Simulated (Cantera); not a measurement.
Cantera run, input and output.

```python
import numpy as np
import cantera as ct

gas = ct.Solution("gri30.yaml")
gas.TPX = 1975, 23000, {'NO': 1, 'N2': 0.1}
inlet = ct.Reservoir(gas, clone=True)

reactor = ct.IdealGasConstPressureReactor(gas, energy="off", clone=False)
exhaust = ct.Reservoir(gas, clone=True)
tau = [9, 1.7, 0.32, 0.06, 0.011, 0.0021, 0.0004][0]
for a, b in ((inlet, reactor), (reactor, exhaust)):
    ct.MassFlowController(a, b, mdot=lambda t: reactor.mass / tau)
net = ct.ReactorNet([reactor])
show = ['NO', 'NO2', 'O', 'N2', 'N2O', 'O2']

rows = []
print(f"{'tau/s':>10s}{'T/K':>9s}" + "".join(f"{s:>11s}" for s in show))
for tau in [9, 1.7, 0.32, 0.06, 0.011, 0.0021, 0.0004]:
    net.initial_time = 0.0
    net.advance(30 * tau)
    before = gas.X
    net.advance(40 * tau)
    drift = np.max(np.abs(gas.X - before) / (gas.X + 1e-9))
    rows.append([gas.T, *gas[show].X, drift])
    print(f"{tau:10.3e}{gas.T:9.1f}" + "".join(f"{x:11.3e}" for x in gas[show].X))
```

Output:

```
     tau/s      T/K         NO        NO2          O         N2        N2O         O2
 9.000e+00   1975.0  1.916e-01  2.153e-04  6.972e-04  4.494e-01  1.284e-05  3.581e-01
 1.700e+00   1975.0  4.855e-01  4.189e-04  5.483e-04  3.024e-01  8.634e-05  2.111e-01
 3.200e-01   1975.0  7.776e-01  3.856e-04  3.363e-04  1.563e-01  2.402e-04  6.513e-02
 6.000e-02   1975.0  8.824e-01  2.445e-04  2.078e-04  1.039e-01  3.188e-04  1.294e-02
 1.100e-02   1975.0  9.042e-01  1.792e-04  1.590e-04  9.305e-02  3.001e-04  2.109e-03
 2.100e-03   1975.0  9.082e-01  1.215e-04  1.140e-04  9.118e-02  1.870e-04  2.358e-04
 4.000e-04   1975.0  9.089e-01  3.362e-05  4.446e-05  9.093e-02  6.147e-05  8.546e-06
```

Cantera simulation using GRI-Mech 3.0 (53 species, 325 reactions); the numbers are that mechanism's predictions, not measurements.
